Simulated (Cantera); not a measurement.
**PbO + O₂ + H₂ (iron carbonyl, mercury and lead vapours)**

Input: 1 mol PbO, 0.29 mol O₂, 0.63 mol H₂, held at 1.00 Torr.

Cantera equilibrium calculation (NASA polynomials, part measured and part estimated; ideal gas, pure solids and liquids). Candidate condensed phases: H₂O, Pb, PbO, PbO₂, Pb₃O₄; 12 gas species. Mutual solubility and eutectic melting of coexisting phases are not modelled. Gases not in the tables: (PbO)n polymers. Equilibrium is a limit: real reactors are often held back by kinetics, nucleation or transport.

```json
[
 {"T (°C)": "700", "x H₂O": "0.993", "x PbO": "9.07e-5", "x Pb": "0.00656", "x O₂": "6.16e-11", "x OH": "4.56e-9", "x H₂": "0.000132", "n Pb(l)": "0.0458", "n PbO(yellow)": "0.950", "n PbO(l)": "0"},
 {"T (°C)": "750", "x H₂O": "0.979", "x PbO": "0.000482", "x Pb": "0.0200", "x O₂": "8.57e-10", "x OH": "2.34e-8", "x H₂": "0.000156", "n Pb(l)": "0.0370", "n PbO(yellow)": "0.950", "n PbO(l)": "0"},
 {"T (°C)": "800", "x H₂O": "0.943", "x PbO": "0.00218", "x Pb": "0.0548", "x O₂": "9.28e-9", "x OH": "1.01e-7", "x H₂": "0.000178", "n Pb(l)": "0.0133", "n PbO(yellow)": "0.949", "n PbO(l)": "0"},
 {"T (°C)": "850", "x H₂O": "0.919", "x PbO": "0.00858", "x Pb": "0.0728", "x O₂": "2.86e-7", "x OH": "5.30e-7", "x H₂": "0.000108", "n Pb(l)": "0", "n PbO(yellow)": "0.944", "n PbO(l)": "0"},
 {"T (°C)": "900", "x H₂O": "0.900", "x PbO": "0.0290", "x Pb": "0.0714", "x O₂": "1.07e-5", "x OH": "2.73e-6", "x H₂": "5.39e-5", "n Pb(l)": "0", "n PbO(yellow)": "0", "n PbO(l)": "0.930"},
 {"T (°C)": "950", "x H₂O": "0.850", "x PbO": "0.0814", "x Pb": "0.0680", "x O₂": "0.000268", "x OH": "1.17e-5", "x H₂": "2.89e-5", "n Pb(l)": "0", "n PbO(yellow)": "0", "n PbO(l)": "0.889"},
 {"T (°C)": "1000", "x H₂O": "0.719", "x PbO": "0.210", "x Pb": "0.0668", "x O₂": "0.00488", "x OH": "4.18e-5", "x H₂": "1.50e-5", "n Pb(l)": "0", "n PbO(yellow)": "0", "n PbO(l)": "0.758"},
 {"T (°C)": "1050", "x H₂O": "0.374", "x PbO": "0.498", "x Pb": "0.0957", "x O₂": "0.0330", "x OH": "8.69e-5", "x H₂": "7.30e-6", "n Pb(l)": "0", "n PbO(yellow)": "0", "n PbO(l)": "0"},
 {"T (°C)": "1100", "x H₂O": "0.369", "x PbO": "0.468", "x Pb": "0.118", "x O₂": "0.0443", "x OH": "0.000159", "x H₂": "1.42e-5", "n Pb(l)": "0", "n PbO(yellow)": "0", "n PbO(l)": "0"},
 {"T (°C)": "1150", "x H₂O": "0.364", "x PbO": "0.436", "x Pb": "0.143", "x O₂": "0.0569", "x OH": "0.000278", "x H₂": "2.67e-5", "n Pb(l)": "0", "n PbO(yellow)": "0", "n PbO(l)": "0"},
 {"T (°C)": "1200", "x H₂O": "0.359", "x PbO": "0.400", "x Pb": "0.170", "x O₂": "0.0705", "x OH": "0.000465", "x H₂": "4.85e-5", "n Pb(l)": "0", "n PbO(yellow)": "0", "n PbO(l)": "0"},
 {"T (°C)": "1250", "x H₂O": "0.353", "x PbO": "0.364", "x Pb": "0.198", "x O₂": "0.0846", "x OH": "0.000747", "x H₂": "8.52e-5", "n Pb(l)": "0", "n PbO(yellow)": "0", "n PbO(l)": "0"},
 {"T (°C)": "1300", "x H₂O": "0.347", "x PbO": "0.327", "x Pb": "0.226", "x O₂": "0.0988", "x OH": "0.00116", "x H₂": "0.000145", "n Pb(l)": "0", "n PbO(yellow)": "0", "n PbO(l)": "0"},
 {"T (°C)": "1350", "x H₂O": "0.341", "x PbO": "0.290", "x Pb": "0.253", "x O₂": "0.113", "x OH": "0.00174", "x H₂": "0.000241", "n Pb(l)": "0", "n PbO(yellow)": "0", "n PbO(l)": "0"}
]
```
x: gas mole fraction; n: condensed amount in mol.

From 700 °C to 800 °C the condensed part is Pb(l) + PbO(yellow). At 850 °C the condensed part is PbO(yellow). From 900 °C to 1000 °C the condensed part is PbO(l). From 1050 °C to 1350 °C nothing is condensed.
